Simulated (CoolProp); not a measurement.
The numbers come from the reference Helmholtz-energy equation of state, Lemmon 2006 in CoolProp. It is a short technical equation, of lower accuracy than the large ones.

Q: For nitrous oxide, give the phase and the cp (kJ/(kg K)), cv (kJ/(kg K)) at 313.6 K and 0.163 MPa.

A: 
- 313.6 K and 0.163 MPa: gas; cp 0.901, cv 0.706
